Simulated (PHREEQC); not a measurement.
Consider water at 20 °C with 70 mmol/kgw CdCl2, 0.099 mmol/kgw KCl and 15 mmol/kgw FeSO4. Closed to the air; pH follows from the charge balance.

Equilibrium calculation in PHREEQC: ion-association model, wateq4f.dat.

```tsv
quantity	before	after
pH	5.54	6.54
ionic strength (mol/kgw)	0.136	0.00251
Cl- (mol/kgw)	0.0819	0.00134
CdCl+ (mol/kgw)	0.0414	6.27e-5
Cd+2 (mol/kgw)	0.0161	0.000622
Fe+2 (mol/kgw)	0.0125	0.000148
SI of CdOHCl (CdOHCl)	-1.55	-3.27
SI of Melanterite (FeSO4:7H2O)	-2.63	-5.62
```

Q: Name the change that produced these shifts.
A. 0.0013 mol/kgw H3PO4 added
B. diluted 10-fold with water
C. temperature from 20 to 70 °C
D. diluted 100-fold with water
E. 0.068 mol/kgw H3PO4 added

A: D, diluted 100-fold with water

This is a speciation only: nothing precipitates in the calculation.
